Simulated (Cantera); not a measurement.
## NO annealing gas

An isothermal, constant-pressure homogeneous reactor starts with 86.2 % NO, 13.8 % N2, at 1648 K and 0.290 bar.

Model: GRI-Mech 3.0 (53 species, 325 reactions), integrated in Cantera.

```csv
t (s),x NO,x N2O,x NO2,x O2,x O,x N2
0.000200,0.862,2.24e-6,1.39e-6,6.44e-9,8.72e-7,0.138
0.000649,0.862,7.22e-6,6.34e-6,4.31e-8,1.03e-6,0.138
0.00211,0.862,2.27e-5,2.30e-5,3.52e-7,1.29e-6,0.138
0.00684,0.862,6.71e-5,7.69e-5,4.46e-6,2.06e-6,0.138
0.0222,0.862,0.000163,0.000201,6.81e-5,3.61e-6,0.138
0.0721,0.860,0.000256,0.000279,0.000551,4.60e-6,0.139
0.234,0.857,0.000267,0.000316,0.00236,5.12e-6,0.140
0.759,0.845,0.000258,0.000403,0.00819,6.32e-6,0.146
2.46,0.809,0.000234,0.000582,0.0262,9.03e-6,0.164
8.00,0.708,0.000176,0.000823,0.0762,1.39e-5,0.215
```
x: mole fraction; the columns are a selection and need not sum to one.

Equilibrium at this temperature and pressure: NO 0.00288, N2O 7.78e-8, NO2 7.88e-6, O2 0.430, O 3.10e-5, N2 0.568 (gas phase only).
